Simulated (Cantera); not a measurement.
A diamond (100) surface in a fixed gas of H2 with x(CH4) = 0.0029, x(H) = 0.012, x(CH3) = 0.00026, 120 Torr; coverages are run to steady state.

Detailed kinetics in Cantera: the Harris–Goodwin 1993 mechanism for the reconstructed diamond (100) surface.

θ: site fractions in the mechanism's names (c6HH fully hydrogenated, c6H* and c6*H radical sites, c6** diradical, c6HM methylated).

```
T (K)  growth (µm/h)  θ c6HH  θ c6H*  θ c6*H   θ c6**    θ c6HM
-----  -------------  ------  ------  ------  -------  --------
900             12.8   0.677  0.0106   0.286  0.00431    0.0179
950             17.0   0.632  0.0142   0.329  0.00660    0.0144
1000            21.7   0.587  0.0184   0.369  0.00962    0.0116
1050            26.6   0.545  0.0230   0.405   0.0135   0.00939
1100            31.2   0.506  0.0280   0.436   0.0182   0.00753
1150            34.3   0.470  0.0332   0.464   0.0237   0.00581
1200            34.1   0.436     [?]   0.488      [?]       [?]
1250            29.9   0.406  0.0440   0.508   0.0374   0.00258
1300             [?]   0.379     [?]   0.524      [?]       [?]
1350            18.6   0.354  0.0548   0.536   0.0540  0.000667
1400            15.8   0.331  0.0600   0.545   0.0630  0.000303
```

**Question.** Some entries are withheld; supply them.

**Answer.** 
- 1200, θ c6H*: 0.0386
- 1200, θ c6**: 0.0302
- 1200, θ c6HM: 0.00413
- 1300, growth (µm/h): 23.7
- 1300, θ c6H*: 0.0494
- 1300, θ c6**: 0.0454
- 1300, θ c6HM: 0.00139
